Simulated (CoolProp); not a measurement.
A closed Brayton cycle with carbon dioxide: compressor inlet 318.15 K and 7.8 MPa, high pressure 20.1 MPa, turbine inlet 835 K, compressor efficiency 0.8, turbine efficiency 0.85, recuperator effectiveness 0.8 (on enthalpy, no pinch check). Each further row changes one setting.

Values from CoolProp's reference Helmholtz-energy equation of state, Span 1996.

| case | thermal efficiency (%) | net work (kJ/kg) | compressor to turbine work | compressor exit (K) | turbine exit (K) |
|---|---|---|---|---|---|
| as stated | 26.2 | 70.9 | 0.40 | 396.4 | 727.3 |
| turbine inlet 785 K | 25.0 | 62.9 | 0.43 | 396.4 | … |
| compressor inlet 328.15 K | … | … | 0.46 | 413.4 | 727.3 |
| high pressure 17.1 MPa | 24.4 | … | … | … | … |
| recuperator effectiveness 0.5 | 18.4 | 70.9 | 0.40 | 396.4 | 727.3 |

Problem. Fill in the missing entries.

Solution. 
- turbine inlet 785 K, turbine exit (K): 681.1
- compressor inlet 328.15 K, thermal efficiency (%): 24.9
- compressor inlet 328.15 K, net work (kJ/kg): 63.9
- high pressure 17.1 MPa, net work (kJ/kg): 61.5
- high pressure 17.1 MPa, compressor to turbine work: 0.38
- high pressure 17.1 MPa, compressor exit (K): 382.6
- high pressure 17.1 MPa, turbine exit (K): 745.2
